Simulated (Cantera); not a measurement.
Feed: 1 mol SiC, 0.16 mol Si, 0.12 mol H₂, equilibrated at 2000 °C and 260000 Pa.

Equilibrium computed with Cantera from the NASA thermochemical tables; the gas is ideal and each condensed phase is pure. Candidate condensed phases: C, C₆H₆, C₇H₈, C₈H₁₈, Si, SiC; 87 gas species. Mutual solubility and eutectic melting of coexisting phases are not modelled. Gases not in the tables: Si₂H₆ and higher silanes. The numbers say what is thermodynamically allowed, not how fast it happens.

**Question.** What is the equilibrium state?

**Answer.** 
| Quantity | Value |
|---|---|
| x(H₂) | 0.994 |
| x(H) | 0.00519 |
| x(SiH₂) | 0.000412 |
| x(Si) | 0.000281 |
| x(SiH) | 0.000174 |
| x(CH₄) | 7.72e-5 |
| x(C₂H₂ (acetylene)) | 6.64e-5 |
| x(Si₂C) | 2.10e-5 |
| x(CH₃) | 7.62e-6 |
| n(Si(l)) | 0.160 mol |
| n(SiC(s)) | 1.000 mol |
| gas amount | 0.1203 mol |
| log10 activity of C(graphite) (absent) | -0.88 |
